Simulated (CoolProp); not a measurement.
Saturation properties of oxygen.

Values from CoolProp's reference Helmholtz-energy equation of state, Schmidt 1985.

```tsv
T (°C)	p (kPa)	liquid density (kg/m³)	vapour Z	vapour viscosity (µPa s)	liquid conductivity (mW/(m K))
-156.75	824.5	996.9	0.8573	9.10	113
-154.25	(withheld)	(withheld)	0.8414	9.33	(withheld)
-151.75	1108	964.6	0.8245	9.56	105
-149.25	1273	947.5	0.8065	(withheld)	102
-146.75	1455	929.6	0.7873	10.1	97.9
-144.25	1655	911.0	0.7668	10.3	(withheld)
-141.75	1874	891.4	0.7450	10.6	90.6
-139.25	2113	870.6	0.7215	10.9	87.0
-136.75	2373	(withheld)	0.6964	11.3	83.4
-134.25	2656	824.4	0.6691	11.6	79.8
-131.75	2962	798.3	0.6394	12.1	76.2
-129.25	3294	769.2	0.6065	12.6	72.6
-126.75	3652	735.9	0.5693	13.3	69.1
-124.25	4039	696.1	0.5258	14.2	65.6
-121.75	4457	644.5	0.4710	15.6	(withheld)
```

Question: What belongs in the gaps?

Answer: 
- -154.25, p (kPa): 958.6
- -154.25, liquid density (kg/m³): 981.0
- -154.25, liquid conductivity (mW/(m K)): 109
- -149.25, vapour viscosity (µPa s): 9.80
- -144.25, liquid conductivity (mW/(m K)): 94.2
- -136.75, liquid density (kg/m³): 848.4
- -121.75, liquid conductivity (mW/(m K)): 62.7

It boils at -183.0 °C under 1 atm.

Viscosity comes from a separate model (Lemmon 2004). Thermal conductivity comes from a separate model (Lemmon 2004).
